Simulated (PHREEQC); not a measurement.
A solution holds 5.8 mmol/kgw Rb2SO4 and 26 mmol/kgw KCl, at 65 °C. Closed to the air; pH follows from the charge balance.

Computed with PHREEQC (ion-association model, wateq4f.dat).

```yaml
ionic_strength: 0.0419 mol/kgw
```

```json
[
 {"species": "Cl-", "molality": "0.0260", "activity": "0.0211", "log γ": "-0.090"},
 {"species": "K+", "molality": "0.0253", "activity": "0.0205", "log γ": "-0.090"},
 {"species": "Rb+", "molality": "0.0116", "activity": "0.00950", "log γ": "-0.087"},
 {"species": "SO4-2", "molality": "0.00505", "activity": "0.00232", "log γ": "-0.338"},
 {"species": "KSO4-", "molality": "0.000748", "activity": "0.000618", "log γ": "-0.082"},
 {"species": "OH-", "molality": "5.33e-7", "activity": "4.32e-7", "log γ": "-0.091"},
 {"species": "H+", "molality": "3.27e-7", "activity": "2.78e-7", "log γ": "-0.070"},
 {"species": "HSO4-", "molality": "2.06e-7", "activity": "1.69e-7", "log γ": "-0.086"}
]
```

This is a speciation only: nothing precipitates in the calculation. Species that the database lacks are ignored. Constants without temperature data keep their 25 °C values here.
